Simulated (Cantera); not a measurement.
An isothermal plug-flow reactor at 648 K and 728 Torr (inlet), inlet velocity 4.3 m/s, active area per volume 950 1/m; feed H2 : O2 : N2 : H2O = 0.0029 : 0.15 : 0.79 : 0.057 (molar parts).

Model: Deutschmann's 1995 Pt surface mechanism with GRI-Mech 3.0 gas chemistry, integrated in Cantera. Catalytic surfaces can have several steady states; this one follows from the mechanism file's or the stated starting coverage. Mass transfer to the wall is taken as infinitely fast.

Q: What does this change do: inlet velocity 4.3 to 1.6 m/s?

A: 
| quantity | before | after |
|---|---|---|
| x(H2) at z = 0.008 m | 0.00102 | 0.000474 |
| x(O2) at z = 0.008 m | 0.149 | 0.149 |
| x(H2O) at z = 0.008 m | 0.0589 | 0.0595 |
| θ(free Pt) at the exit | 0.0121 | 0.00617 |
| θ(O*) at the exit | 0.980 | 0.988 |
| θ(OH*) at the exit | 0.00749 | 0.00538 |

Q: What does this change do: pressure from 728 Torr to 345 Torr?

A: 
```tsv
quantity	before	after
x(H2) at z = 0.008 m	0.00102	0.00102
x(O2) at z = 0.008 m	0.149	0.149
x(H2O) at z = 0.008 m	0.0589	0.0589
θ(free Pt) at the exit	0.0121	0.0124
θ(O*) at the exit	0.980	0.982
θ(OH*) at the exit	0.00749	0.00521
```
